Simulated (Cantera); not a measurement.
## CaCO3 + CO2 + H2 (calcination and drying)

Charge: 1 mol CaCO3, 6.4 mol CO2, 2.4 mol H2, equilibrated at 10.0 Pa.

Method: chemical equilibrium by Gibbs-energy minimisation in Cantera with the NASA 1993 tables (ideal gas, pure condensed phases). Candidate condensed phases: C, C6H6, C7H8, C8H18, Ca, CaCO3, CaO, Ca(OH)2, H2O; 115 gas species. The numbers say what is thermodynamically allowed, not how fast it happens.

```json
[
 {"T (K)": "573", "x CO2": "0.677", "x CO": "0.0478", "x H2O": "0.0707", "x H2": "0.204", "x O2": "<1e-12", "x H": "<1e-12", "x O": "<1e-12", "x OH": "<1e-12", "n C(graphite)": "0.0921", "n CaCO3(calcite)": "1.00", "n CaO(s)": "0"},
 {"T (K)": "723", "x CO2": "0.614", "x CO": "0.113", "x H2O": "0.113", "x H2": "0.160", "x O2": "<1e-12", "x H": "3.37e-12", "x O": "<1e-12", "x OH": "<1e-12", "n C(graphite)": "0", "n CaCO3(calcite)": "1.00", "n CaO(s)": "0"},
 {"T (K)": "873", "x CO2": "0.607", "x CO": "0.148", "x H2O": "0.148", "x H2": "0.0966", "x O2": "<1e-12", "x H": "1.45e-9", "x O": "<1e-12", "x OH": "1.60e-12", "n C(graphite)": "0", "n CaCO3(calcite)": "0", "n CaO(s)": "1.00"},
 {"T (K)": "1023", "x CO2": "0.580", "x CO": "0.175", "x H2O": "0.175", "x H2": "0.0694", "x O2": "<1e-12", "x H": "1.09e-7", "x O": "<1e-12", "x OH": "7.25e-10", "n C(graphite)": "0", "n CaCO3(calcite)": "0", "n CaO(s)": "1.00"},
 {"T (K)": "1173", "x CO2": "0.562", "x CO": "0.193", "x H2O": "0.193", "x H2": "0.0520", "x O2": "7.04e-12", "x H": "2.69e-6", "x O": "3.71e-12", "x OH": "6.87e-8", "n C(graphite)": "0", "n CaCO3(calcite)": "0", "n CaO(s)": "1.00"},
 {"T (K)": "1323", "x CO2": "0.551", "x CO": "0.204", "x H2O": "0.204", "x H2": "0.0408", "x O2": "4.22e-9", "x H": "3.20e-5", "x O": "1.73e-9", "x OH": "2.32e-6", "n C(graphite)": "0", "n CaCO3(calcite)": "0", "n CaO(s)": "1.00"},
 {"T (K)": "1473", "x CO2": "0.543", "x CO": "0.212", "x H2O": "0.211", "x H2": "0.0333", "x O2": "6.94e-7", "x H": "0.000231", "x O": "2.32e-7", "x OH": "3.82e-5", "n C(graphite)": "0", "n CaCO3(calcite)": "0", "n CaO(s)": "1.000"},
 {"T (K)": "1623", "x CO2": "0.538", "x CO": "0.216", "x H2O": "0.216", "x H2": "0.0280", "x O2": "4.46e-5", "x H": "0.00116", "x O": "1.27e-5", "x OH": "0.000373", "n C(graphite)": "0", "n CaCO3(calcite)": "0", "n CaO(s)": "1.000"},
 {"T (K)": "1773", "x CO2": "0.530", "x CO": "0.221", "x H2O": "0.216", "x H2": "0.0243", "x O2": "0.00137", "x H": "0.00444", "x O": "0.000348", "x OH": "0.00244", "n C(graphite)": "0", "n CaCO3(calcite)": "0", "n CaO(s)": "1.000"},
 {"T (K)": "1923", "x CO2": "0.480", "x CO": "0.249", "x H2O": "0.200", "x H2": "0.0241", "x O2": "0.0170", "x H": "0.0146", "x O": "0.00472", "x OH": "0.0104", "n C(graphite)": "0", "n CaCO3(calcite)": "0", "n CaO(s)": "0.999"},
 {"T (K)": "2073", "x CO2": "0.336", "x CO": "0.324", "x H2O": "0.149", "x H2": "0.0296", "x O2": "0.0609", "x H": "0.0453", "x O": "0.0284", "x OH": "0.0259", "n C(graphite)": "0", "n CaCO3(calcite)": "0", "n CaO(s)": "0.990"}
]
```
x: gas mole fraction; n: condensed amount in mol.

At 573 K the condensed part is C(graphite) + CaCO3(calcite). At 723 K the condensed part is CaCO3(calcite). From 873 K to 2073 K the condensed part is CaO(s).
